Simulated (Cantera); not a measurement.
An adiabatic, constant-volume homogeneous reactor starts with CO : H2 : O2 : N2 = 1 : 0.083 : 0.95 : 3.57 (molar parts), equivalence ratio 0.57, at 1048 K and 870000 Pa. Integrator tolerance rtol = 1e-08.

Detailed kinetics in Cantera: GRI-Mech 3.0 (53 species, 325 reactions). The hydrogen kinetics of GRI-Mech 3.0 are dated; newer H2 mechanisms differ, most at raised pressure.

Q: What does this change do: N2 3.57 to 2.4 parts?

A: 
```json
[
 {"quantity": "time of steepest temperature rise", "before": "1.60 ms", "after": "1.17 ms"},
 {"quantity": "temperature at 0.500 s", "before": "2680 K", "after": "2894 K"},
 {"quantity": "equilibrium temperature", "before": "2680 K", "after": "2894 K"},
 {"quantity": "x(CO) at 0.500 s", "before": "0.0133 (gas-phase equilibrium 0.0133)", "after": "0.0329 (gas-phase equilibrium 0.0329)"},
 {"quantity": "x(H2) at 0.500 s", "before": "0.000156 (gas-phase equilibrium 0.000156)", "after": "0.000356 (gas-phase equilibrium 0.000356)"},
 {"quantity": "x(O2) at 0.500 s", "before": "0.0761 (gas-phase equilibrium 0.0761)", "after": "0.102 (gas-phase equilibrium 0.102)"},
 {"quantity": "x(H2O) at 0.500 s", "before": "0.0143 (gas-phase equilibrium 0.0143)", "after": "0.0169 (gas-phase equilibrium 0.0169)"},
 {"quantity": "x(H2O2) at 0.500 s", "before": "1.80e-7 (gas-phase equilibrium 1.80e-7)", "after": "3.70e-7 (gas-phase equilibrium 3.70e-7)"}
]
```

Q: What does this change do: initial temperature 1048 to 1450 K?

A: 
| quantity | before | after |
|---|---|---|
| time of steepest temperature rise | 1.60 ms | 11.0 µs |
| temperature at 0.500 s | 2680 K | 2853 K |
| equilibrium temperature | 2680 K | 2853 K |
| x(CO) at 0.500 s | 0.0133 (gas-phase equilibrium 0.0133) | 0.0283 (gas-phase equilibrium 0.0283) |
| x(H2) at 0.500 s | 0.000156 (gas-phase equilibrium 0.000156) | 0.000311 (gas-phase equilibrium 0.000311) |
| x(O2) at 0.500 s | 0.0761 (gas-phase equilibrium 0.0761) | 0.0786 (gas-phase equilibrium 0.0786) |
| x(H2O) at 0.500 s | 0.0143 (gas-phase equilibrium 0.0143) | 0.0129 (gas-phase equilibrium 0.0129) |
| x(H2O2) at 0.500 s | 1.80e-7 (gas-phase equilibrium 1.80e-7) | 1.97e-7 (gas-phase equilibrium 1.97e-7) |

Q: What does this change do: 0.03 parts H2O added?

A: 
```
quantity                                                              before                                      after
---------------------------------  -----------------------------------------  -----------------------------------------
time of steepest temperature rise                                    1.60 ms                                    1.71 ms
temperature at 0.500 s                                                2680 K                                     2671 K
equilibrium temperature                                               2680 K                                     2671 K
x(CO) at 0.500 s                       0.0133 (gas-phase equilibrium 0.0133)      0.0127 (gas-phase equilibrium 0.0127)
x(H2) at 0.500 s                   0.000156 (gas-phase equilibrium 0.000156)  0.000208 (gas-phase equilibrium 0.000208)
x(O2) at 0.500 s                       0.0761 (gas-phase equilibrium 0.0761)      0.0755 (gas-phase equilibrium 0.0755)
x(H2O) at 0.500 s                      0.0143 (gas-phase equilibrium 0.0143)      0.0198 (gas-phase equilibrium 0.0198)
x(H2O2) at 0.500 s                   1.80e-7 (gas-phase equilibrium 1.80e-7)    2.43e-7 (gas-phase equilibrium 2.43e-7)
```
